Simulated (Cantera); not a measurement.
A diamond (100) surface in a fixed gas of H2 with x(CH4) = 0.013, x(CH3) = 6.2e-05, at 1023 K, 14.3 Torr; coverages are run to steady state.

Computed with Cantera and the Harris–Goodwin 1993 mechanism for the reconstructed diamond (100) surface.

θ: site fractions in the mechanism's names (c6HH fully hydrogenated, c6H* and c6*H radical sites, c6** diradical, c6HM methylated).

```
x(H)     growth (µm/h)  θ c6HH  θ c6H*  θ c6*H   θ c6**    θ c6HM
-------  -------------  ------  ------  ------  -------  --------
0.0001             [?]   0.601  0.0178   0.343  0.00482    0.0228
0.00025            [?]   0.577  0.0190   0.364  0.00746    0.0229
0.00063            [?]   0.569  0.0195   0.376  0.00943    0.0187
0.0016             [?]   0.569  0.0199   0.383   0.0106    0.0120
0.0039             [?]   0.572  0.0202   0.388   0.0111   0.00635
0.0098           0.634   0.574  0.0203   0.390   0.0114   0.00287
0.025            0.671   0.575  0.0205   0.391   0.0115   0.00119
0.062            0.686   0.575  0.0206   0.392   0.0116  0.000492
0.15             0.694   0.576  0.0210   0.392   0.0116  0.000206
```

Q: Complete the blanks.

A: 
- 0.0001, growth (µm/h): 0.0574
- 0.00025, growth (µm/h): 0.137
- 0.00063, growth (µm/h): 0.273
- 0.0016, growth (µm/h): 0.435
- 0.0039, growth (µm/h): 0.559
